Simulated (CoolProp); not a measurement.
Dimethyl carbonate along the isobar 29.1 bar: fugacity coefficient from the reference equation and from simpler models built on Tc = 557.0 K, pc = 49.09 bar, ω = 0.346; each cubic takes its own stable root.

Computed with CoolProp (reference Helmholtz-energy equation of state, Zhou 2011).

| T (K) | phase | reference | Redlich-Kwong | Peng-Robinson |
|---|---|---|---|---|
| 302.6 | liquid | 0.003430 | 0.01242 | 0.003430 |
| 308.9 | liquid | 0.004638 | 0.01583 | 0.004627 |
| 315.2 | liquid | 0.006178 | 0.01993 | 0.006152 |
| 321.5 | liquid | 0.008116 | 0.02480 | 0.008070 |
| 327.8 | liquid | ? | 0.03051 | 0.01045 |
| 334.1 | liquid | 0.01348 | 0.03715 | 0.01338 |
| 340.4 | liquid | 0.01707 | 0.04481 | 0.01694 |
| 346.7 | liquid | 0.02138 | 0.05354 | 0.02122 |
| 353 | liquid | 0.02651 | 0.06344 | 0.02632 |
| 359.3 | liquid | 0.03256 | ? | ? |
| 365.6 | liquid | 0.03963 | ? | 0.03937 |
| 371.9 | liquid | 0.04781 | 0.1008 | 0.04753 |
| 378.2 | liquid | 0.05723 | 0.1160 | ? |
| 384.5 | liquid | 0.06797 | 0.1326 | 0.06768 |
| 390.8 | liquid | 0.08015 | 0.1507 | 0.07987 |

Q: Some entries are withheld; supply them.

A: 
- 327.8, reference: 0.01052
- 359.3, Redlich-Kwong: 0.07457
- 359.3, Peng-Robinson: 0.03233
- 365.6, Redlich-Kwong: 0.08700
- 378.2, Peng-Robinson: 0.05693
